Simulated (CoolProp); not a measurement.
Computed with CoolProp (reference Helmholtz-energy equation of state, Thol 2019).

### Question
For tetradecamethylhexasiloxane (MD4M), give the phase and the cv (kJ/(kg K)), expansivity (1/kK) at 346.85 °C and 0.0888 MPa; 346.85 °C and 0.355 MPa.

### Answer
- 346.85 °C and 0.0888 MPa: gas; cv 2.07, expansivity 2.01
- 346.85 °C and 0.355 MPa: gas; cv 2.09, expansivity 4.66
